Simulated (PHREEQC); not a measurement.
A made-up water analysis in mg/kgw, 45 °C, pH 3.55, pe 11.7: Na 56.4; K 167; Ca 130; Mg 76; Cl 73.5; S(6) as SO4 862; N(5) as NO3 17.2; Al 1.6.

Cl is adjusted to close the charge balance.
Valence states are taken as typed.

Computed with PHREEQC (ion-association model, phreeqc.dat).

| quantity | before | after |
|---|---|---|
| ionic strength (mol/kgw) | 0.0259 | 0.0284 |
| SO4-2 (mol/kgw) | 0.00637 | 0.00710 |
| K+ (mol/kgw) | 0.00413 | 0.00419 |
| Ca+2 (mol/kgw) | 0.00235 | 0.00243 |
| Mg+2 (mol/kgw) | 0.00183 | 0.00234 |
| MgSO4 (mol/kgw) | 0.00130 | 0.000785 |
| SI of Gypsum (CaSO4:2H2O) | -0.75 | -0.70 |
| SI of Gibbsite (Al(OH)3) | -1.97 | -3.78 |

Question: Name the change that produced these shifts.
A) Na from 56.4 to 28.2 mg/kgw
B) temperature from 45 to 10 °C at the same typed pH
C) all concentrations times 2 at the same typed pH

Answer: B, temperature from 45 to 10 °C at the same typed pH

Precipitation was switched off in this run. Away from 25 °C the constants follow the database's enthalpies or fits; those with neither stay at their 25 °C values.
